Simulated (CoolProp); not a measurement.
The numbers come from the reference Helmholtz-energy equation of state, Leachman 2009 in CoolProp.

Question: Give the vapour pressure (kPa), enthalpy of vaporisation (kJ/kg), liquid cp (kJ/(kg K)), vapour Z of saturated normal hydrogen at 22.9 K.

Answer: 
```
T (K)  p (kPa)  enthalpy of vaporisation (kJ/kg)  liquid cp (kJ/(kg K))  vapour Z
-----  -------  --------------------------------  ---------------------  --------
22.9       199                               432                   11.4     0.853
```
